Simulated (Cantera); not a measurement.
An isothermal, constant-pressure homogeneous reactor starts with H2 : O2 : N2 = 0.75 : 1 : 1.2 (molar parts), equivalence ratio 0.38, at 1100 K and 0.148 atm. Integrator tolerance rtol = 1e-08.

Cantera simulation using the H2/O2 subset of GRI-Mech 3.0, which has no nitrogen chemistry; the numbers are that mechanism's predictions, not measurements. The temperature is held fixed by assumption; the heat of reaction is taken as removed at once.

Task: What does this change do: temperature 1100 to 800 K?

Result: 
```
quantity                                             before                                     after
----------------  -----------------------------------------  ----------------------------------------
x(H2) at 50.0 s     2.02e-9 (gas-phase equilibrium 2.02e-9)      0.179 (gas-phase equilibrium <1e-12)
x(O2) at 50.0 s         0.243 (gas-phase equilibrium 0.243)       0.310 (gas-phase equilibrium 0.243)
x(H) at 50.0 s    3.02e-12 (gas-phase equilibrium 3.02e-12)    2.46e-8 (gas-phase equilibrium <1e-12)
x(HO2) at 50.0 s    4.72e-9 (gas-phase equilibrium 4.72e-9)  1.27e-5 (gas-phase equilibrium 2.03e-11)
x(O) at 50.0 s      3.20e-9 (gas-phase equilibrium 3.20e-9)    5.03e-9 (gas-phase equilibrium <1e-12)
```
Below about 950 K walls govern HO2 and H2O2 in real vessels.
